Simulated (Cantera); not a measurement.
**Iron carbonyl, mercury and lead vapours: Fe(CO)5 + CO + N2**

A closed system holds: 1 mol Fe(CO)5, 0.19 mol CO, 47 mol N2, equilibrated at 0.000460 bar.

These are equilibrium values from Cantera (NASA tables, ideal gas, pure condensed phases), not measurements of a reactor. Candidate condensed phases: C, Fe, Fe(CO)5, FeO, Fe2O3, Fe3O4; 27 gas species. Condensed phases not in the tables: cementite and carbon dissolved in iron. Rates play no part.

At 923 K the condensed part is C(graphite) + Fe(α). From 998 K to 1148 K the condensed part is Fe(α). From 1223 K to 1598 K the condensed part is Fe(γ). At 1673 K the condensed part is Fe(δ).

```tsv
T (K)	log p N2	log p CO	log p Fe	log p CO2	n C(graphite)	n Fe(α)	n Fe(γ)	n Fe(δ)
923	-3.38	-4.34	<-15	-8.18	0.000749	1.00	0	0
998	-3.38	-4.34	-13.87	-8.91	0	1.00	0	0
1073	-3.38	-4.34	-12.38	-9.53	0	1.00	0	0
1148	-3.38	-4.34	-11.10	-10.07	0	1.000	0	0
1223	-3.38	-4.34	-9.98	-10.54	0	0	1.000	0
1298	-3.38	-4.34	-8.99	-10.96	0	0	1.000	0
1373	-3.38	-4.34	-8.11	-11.32	0	0	0.999	0
1448	-3.38	-4.34	-7.32	-11.65	0	0	0.995	0
1523	-3.38	-4.34	-6.61	-11.62	0	0	0.972	0
1598	-3.38	-4.34	-5.98	-11.47	0	0	0.880	0
1673	-3.39	-4.34	-5.40	-11.30	0	0	0	0.541
```
log p: log10 of the partial pressure in bar; n: condensed amount in mol.
